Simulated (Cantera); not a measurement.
Input (Python, Cantera) and output of one run.

```python
import numpy as np
import cantera as ct

gas_names = """
    CL CL2 H HCL H2 Si SiCL SiCL2 SiCL3 SiCL4 SiH SiHCL3 SiH2 SiH2CL2 SiH3 SiH3CL SiH4 Si2 Si3
""".split()
cond_names = """
    Si(cr) Si(L)
""".split()


# ... load() reads the species with a 1 bar reference pressure and builds the phases ...
atoms = {
    'SiCl4': {'Si': 1, 'CL': 4},
    'Cl2': {'CL': 2},
    'H2': {'H': 2},
}
top_T = {}  # K; cautious upper limits of use, not melting points


# ... equilibrate(T, P, feed) seeds the gas with the atoms and calls Mixture.equilibrate('TP', solver="vcs", rtol=1e-11, max_steps=5000) ...
results = []
feed = {'SiCl4': 1, 'Cl2': 0.026, 'H2': 400}  # mol
P = 10000  # Pa
for T in [848, 923, 998, 1073, 1148, 1223, 1298, 1373, 1448, 1523, 1598, 1673]:
    mix = equilibrate(T, P, feed)
    results.append((T, P, feed, dict(zip(mix.species_names, mix.species_moles))))

top = {s: max(r[3][s] / sum(r[3][g] for g in gas_names) for r in results) for s in gas_names}
cols = sorted((s for s in top if top[s] > 1e-05), key=lambda s: -top[s])[:6]
seen = [c for c in cond_names if any(r[3].get(c, 0) > 1e-12 for r in results)]
print("log10 of partial pressures in bar; condensed amounts in mol")
print(f"{'T/K':>10s}" + "".join(f"{s[:9]:>10s}" for s in cols + seen))
for T, P, feed, n in results:
    ng = sum(n[g] for g in gas_names)
    print(f"{T:10.4g}" + "".join(f"{np.log10(max(n[s] / ng * P / 1e5, 1e-99)):10.3f}" for s in cols)
          + "".join(f"{n.get(c, 0):10.4g}" for c in seen))
```

It prints:

```
log10 of partial pressures in bar; condensed amounts in mol
       T/K        H2       HCL    SiHCL3     SiCL4         H     SiCL2    Si(cr)
       848    -1.002    -3.804    -3.919    -3.932   -11.221    -6.572         0
       923    -1.002    -3.488    -4.008    -4.045   -10.113    -5.816    0.1882
       998    -1.003    -3.246    -4.194    -4.278    -9.169    -5.260    0.4609
      1073    -1.004    -3.098    -4.535    -4.718    -8.355    -4.904    0.7182
      1148    -1.004    -3.039    -5.035    -5.373    -7.647    -4.733    0.8501
      1223    -1.004    -3.024    -5.583    -6.092    -7.024    -4.658    0.8868
      1298    -1.004    -3.021    -6.098    -6.769    -6.472    -4.613    0.8922
      1373    -1.004    -3.021    -6.563    -7.382    -5.980    -4.579    0.8894
      1448    -1.004    -3.022    -6.982    -7.932    -5.538    -4.552    0.8843
      1523    -1.004    -3.023    -7.360    -8.429    -5.138    -4.528    0.8783
      1598    -1.004    -3.025    -7.702    -8.879    -4.776    -4.508    0.8712
      1673    -1.004    -3.026    -8.014    -9.289    -4.446    -4.491    0.8614
```

Cantera equilibrium calculation (NASA polynomials, part measured and part estimated; ideal gas, pure solids and liquids). The tables' values for SiCl3 are old estimates; treat these amounts as uncertain. Gases not in the tables: Si2H6 and higher silanes.
